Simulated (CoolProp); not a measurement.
Properties of fluorine along the isotherm 75.9 K.

Model: reference Helmholtz-energy equation of state, de Reuck 1990, in CoolProp.

```csv
p (MPa),phase,cp (kJ/(kg K)),cv (kJ/(kg K)),Joule-Thomson coefficient (K/MPa)
0.238,liquid,1.488,0.8465,-0.2921
0.476,liquid,1.487,0.8468,-0.2924
0.714,liquid,1.486,0.8471,-0.2928
0.953,liquid,1.486,0.8474,-0.2931
1.19,liquid,1.485,0.8478,-0.2935
1.43,liquid,1.484,0.8481,-0.2939
1.67,liquid,1.484,0.8485,-0.2942
1.91,liquid,1.483,0.8488,-0.2946
2.14,liquid,1.482,0.8492,-0.2949
2.38,liquid,1.482,0.8496,-0.2953
2.62,liquid,1.481,0.8500,-0.2956
```
